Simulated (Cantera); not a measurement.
# Thermodynamics of abatement and gas-phase synthesis, feed SF6 + H2

A closed system holds: 1 mol SF6, a varied amount of H2, at 2223 K and 13.3 mbar.

Cantera equilibrium calculation (NASA polynomials, part measured and part estimated; ideal gas, pure solids and liquids). Candidate condensed phases: S; 24 gas species. The tables' values for S2F2 (SSF2), SF3, FS2F (FSSF) are old estimates; treat these amounts as uncertain. Kinetics and transport are ignored.

```json
[
 {"n(H2) (mol)": "0.061", "x HF": "0.0209", "x F": "0.834", "x H2": "1.67e-12", "x SF2": "0.0644", "x S2": "0.0243", "x SF": "0.0382", "x S": "0.0160", "x H": "7.16e-8"},
 {"n(H2) (mol)": "0.087", "x HF": "0.0297", "x F": "0.826", "x H2": "3.45e-12", "x SF2": "0.0636", "x S2": "0.0247", "x SF": "0.0381", "x S": "0.0161", "x H": "1.03e-7"},
 {"n(H2) (mol)": "0.12", "x HF": "0.0410", "x F": "0.815", "x H2": "6.71e-12", "x SF2": "0.0625", "x S2": "0.0251", "x SF": "0.0380", "x S": "0.0162", "x H": "1.44e-7"},
 {"n(H2) (mol)": "0.18", "x HF": "0.0613", "x F": "0.796", "x H2": "1.57e-11", "x SF2": "0.0606", "x S2": "0.0259", "x SF": "0.0376", "x S": "0.0165", "x H": "2.20e-7"},
 {"n(H2) (mol)": "0.26", "x HF": "0.0881", "x F": "0.771", "x H2": "3.47e-11", "x SF2": "0.0579", "x S2": "0.0269", "x SF": "0.0372", "x S": "0.0168", "x H": "3.27e-7"},
 {"n(H2) (mol)": "0.36", "x HF": "0.121", "x F": "0.740", "x H2": "7.15e-11", "x SF2": "0.0547", "x S2": "0.0283", "x SF": "0.0366", "x S": "0.0173", "x H": "4.69e-7"},
 {"n(H2) (mol)": "0.52", "x HF": "0.174", "x F": "0.691", "x H2": "1.68e-10", "x SF2": "0.0495", "x S2": "0.0305", "x SF": "0.0355", "x S": "0.0179", "x H": "7.20e-7"},
 {"n(H2) (mol)": "0.75", "x HF": "0.248", "x F": "0.622", "x H2": "4.22e-10", "x SF2": "0.0423", "x S2": "0.0338", "x SF": "0.0336", "x S": "0.0189", "x H": "1.14e-6"},
 {"n(H2) (mol)": "1.1", "x HF": "0.357", "x F": "0.520", "x H2": "1.25e-9", "x SF2": "0.0318", "x S2": "0.0389", "x SF": "0.0302", "x S": "0.0202", "x H": "1.96e-6"},
 {"n(H2) (mol)": "1.5", "x HF": "0.478", "x F": "0.409", "x H2": "3.63e-9", "x SF2": "0.0210", "x S2": "0.0448", "x SF": "0.0254", "x S": "0.0217", "x H": "3.34e-6"},
 {"n(H2) (mol)": "2.2", "x HF": "0.681", "x F": "0.219", "x H2": "2.57e-8", "x SF2": "0.00663", "x S2": "0.0544", "x SF": "0.0150", "x S": "0.0239", "x H": "8.90e-6"},
 {"n(H2) (mol)": "3.1", "x HF": "0.894", "x F": "0.000445", "x H2": "0.0108", "x SF2": "2.89e-8", "x S2": "0.0605", "x SF": "3.21e-5", "x S": "0.0252", "x H": "0.00575"},
 {"n(H2) (mol)": "4.4", "x HF": "0.743", "x F": "9.68e-5", "x H2": "0.156", "x SF2": "1.19e-9", "x S2": "0.0456", "x SF": "6.08e-6", "x S": "0.0219", "x H": "0.0219"}
]
```
x: gas mole fraction; nothing condenses.

From 0.061 mol H2 to 4.4 mol H2 nothing is condensed.
